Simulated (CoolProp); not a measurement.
Values from CoolProp's reference Helmholtz-energy equation of state, Thol 2015.

Give the vapour pressure (bar), vapour density (kg/m³), enthalpy of vaporisation (kJ/kg), liquid cp (kJ/(kg K)) of saturated 1,2-dichloroethane at 152.05, 211.55 °C.


```
T (°C)  p (bar)  vapour density (kg/m³)  enthalpy of vaporisation (kJ/kg)  liquid cp (kJ/(kg K))
------  -------  ----------------------  --------------------------------  ---------------------
152.05     5.88                    18.4                               280                   1.48
211.55     17.5                    55.9                               228                   1.65
```
